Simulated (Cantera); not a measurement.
Cantera run:

```python
import numpy as np
import cantera as ct

gas_names = """
    B BH BH2 BH3 BN BO BO2 B2 B2O B2O2 B2O3 B3O3H3 H HBO HBO2 HNO HNO2 HNO3 HO2 H2 H2O H2O2 H3B3O6 N NH
    NH2 NH3 NH2OH NO NO2 NO3 N2 N2H2 N2H4 N2O O OH O2 O3
""".split()
cond_names = """
    B(b) B(L) BN(s) B2O3(L) B3O3H3(cr) H2O(s) H2O(L)
""".split()


# ... load() reads the species with a 1 bar reference pressure and builds the phases ...
atoms = {
    'B2O3': {'B': 2, 'O': 3},
    'H2': {'H': 2},
    'NH3': {'N': 1, 'H': 3},
}
top_T = {'BN(s)': 3200}  # K; cautious upper limits of use, not melting points


# ... equilibrate(T, P, feed) seeds the gas with the atoms and calls Mixture.equilibrate('TP', solver="vcs", rtol=1e-11, max_steps=5000) ...
results = []
P = 1000  # Pa
for T in [1600, 1650, 1700, 1750, 1800, 1850, 1900, 1950, 2000]:
    for m in [2.4, 2.9, 3.4, 4.1, 4.8, 5.7, 6.8, 8.1, 9.6, 11, 13, 16]:
        feed = {'B2O3': 1, 'H2': 7.2, 'NH3': m}  # mol
        mix = equilibrate(T, P, feed)
        results.append((T, P, feed, dict(zip(mix.species_names, mix.species_moles))))

for T, P, feed, n in results:
    print(f"{T:7g} {feed['NH3']:10.4g}  " + (" + ".join(c for c in cond_names if n.get(c, 0) > 1e-12) or "gas only"))
```

Result:

```
   1600        2.4  B2O3(L)
   1600        2.9  B2O3(L)
   1600        3.4  B2O3(L)
   1600        4.1  B2O3(L)
   1600        4.8  B2O3(L)
   1600        5.7  B2O3(L)
   1600        6.8  B2O3(L)
   1600        8.1  B2O3(L)
   1600        9.6  B2O3(L)
   1600         11  B2O3(L)
   1600         13  gas only
   1600         16  gas only
   1650        2.4  B2O3(L)
   1650        2.9  B2O3(L)
   1650        3.4  B2O3(L)
   1650        4.1  gas only
   1650        4.8  gas only
   1650        5.7  gas only
   1650        6.8  gas only
   1650        8.1  gas only
   1650        9.6  gas only
   1650         11  gas only
   1650         13  gas only
   1650         16  gas only
   1700        2.4  gas only
   1700        2.9  gas only
   1700        3.4  gas only
   1700        4.1  gas only
   1700        4.8  gas only
   1700        5.7  gas only
   1700        6.8  gas only
   1700        8.1  gas only
   1700        9.6  gas only
   1700         11  gas only
   1700         13  gas only
   1700         16  gas only
   1750        2.4  gas only
   1750        2.9  gas only
   1750        3.4  gas only
   1750        4.1  gas only
   1750        4.8  gas only
   1750        5.7  gas only
   1750        6.8  gas only
   1750        8.1  gas only
   1750        9.6  gas only
   1750         11  gas only
   1750         13  gas only
   1750         16  gas only
   1800        2.4  gas only
   1800        2.9  gas only
   1800        3.4  gas only
   1800        4.1  gas only
   1800        4.8  gas only
   1800        5.7  gas only
   1800        6.8  gas only
   1800        8.1  gas only
   1800        9.6  gas only
   1800         11  gas only
   1800         13  gas only
   1800         16  gas only
   1850        2.4  gas only
   1850        2.9  gas only
   1850        3.4  gas only
   1850        4.1  gas only
   1850        4.8  gas only
   1850        5.7  gas only
   1850        6.8  gas only
   1850        8.1  gas only
   1850        9.6  gas only
   1850         11  gas only
   1850         13  gas only
   1850         16  gas only
   1900        2.4  gas only
   1900        2.9  gas only
   1900        3.4  gas only
   1900        4.1  gas only
   1900        4.8  gas only
   1900        5.7  gas only
   1900        6.8  gas only
   1900        8.1  gas only
   1900        9.6  gas only
   1900         11  gas only
   1900         13  gas only
   1900         16  gas only
   1950        2.4  gas only
   1950        2.9  gas only
   1950        3.4  gas only
   1950        4.1  gas only
   1950        4.8  gas only
   1950        5.7  gas only
   1950        6.8  gas only
   1950        8.1  gas only
   1950        9.6  gas only
   1950         11  gas only
   1950         13  gas only
   1950         16  gas only
   2000        2.4  gas only
   2000        2.9  gas only
   2000        3.4  gas only
   2000        4.1  gas only
   2000        4.8  gas only
   2000        5.7  gas only
   2000        6.8  gas only
   2000        8.1  gas only
   2000        9.6  gas only
   2000         11  gas only
   2000         13  gas only
   2000         16  gas only
```

Method: chemical equilibrium by Gibbs-energy minimisation in Cantera with the NASA 1993 tables (ideal gas, pure condensed phases).
